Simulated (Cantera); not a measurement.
Standard-state values (1 bar) from the NASA 1993 polynomials, evaluated with Cantera. Values are per mole of reaction as written; species without (g) are pure solids or liquids, kept so even where they would boil at 1 bar.

2 Cr + 2 NO₂(g) ⇌ Cr₂O₃ + N₂O(g), with ΔH° = -1121.8 kJ and ΔS° = -227.5 J/K at 300 K.

**Question.** How far is the shortcut ΔG° ≈ ΔH°(300 K) − T·ΔS°(300 K) from the full temperature-dependent value at 1100, 1200, 1300, 1400, 1500, 1600 K?

**Answer.** 
```csv
T (K),shortcut (kJ),full (kJ),difference (kJ),difference in log10 K
1100,-871.5,-886.8,15.3,-0.72
1200,-848.8,-866.9,18.1,-0.79
1300,-826.0,-847.0,21.0,-0.84
1400,-803.3,-827.1,23.9,-0.89
1500,-780.5,-807.3,26.8,-0.93
1600,-757.8,-787.4,29.7,-0.97
```
The shortcut ignores the heat-capacity change of the reaction.
